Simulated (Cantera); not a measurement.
Ignition delay

Mixture: CH4 : H2 : O2 : N2 = 1 : 0.18 : 4.64 : 17.5 (molar parts), at 120000 Pa, adiabatic and at constant pressure. Ignition delay is the time to a rise of 400 K.

Computed with Cantera and GRI-Mech 3.0 (53 species, 325 reactions).

| T0 (K) | delay (ms) |
|---|---|
| 1100 | 15.5 |
| 1175 | 7.09 |
| 1250 | 3.30 |
| 1325 | 1.60 |
| 1400 | 0.828 |
| 1475 | 0.460 |
| 1550 | 0.273 |

```
Item                                                    Result
--------------------------------------------------  ----------
apparent activation energy between 1400 and 1550 K  130 kJ/mol
```
